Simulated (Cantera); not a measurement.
Input: 1 mol n-butane, 0.095 mol H₂O, 41 mol H₂, at 6.10 mbar.

These are equilibrium values from Cantera (NASA tables, ideal gas, pure condensed phases), not measurements of a reactor. Candidate condensed phases: C, C₆H₆, C₇H₈, C₈H₁₈, H₂O; 110 gas species. Rates play no part.

Task: What share of the C ends up in condensed phases as a function of T (K), at 725, 875, 1025, 1175, 1325, 1475, 1625?

Result: 
```
T (K)  C condensed (%)           as
-----  ---------------  -----------
725               66.0  C(graphite)
875               94.6  C(graphite)
1025              97.1  C(graphite)
1175              97.5  C(graphite)
1325              97.6  C(graphite)
1475              97.6  C(graphite)
1625              97.5  C(graphite)
```
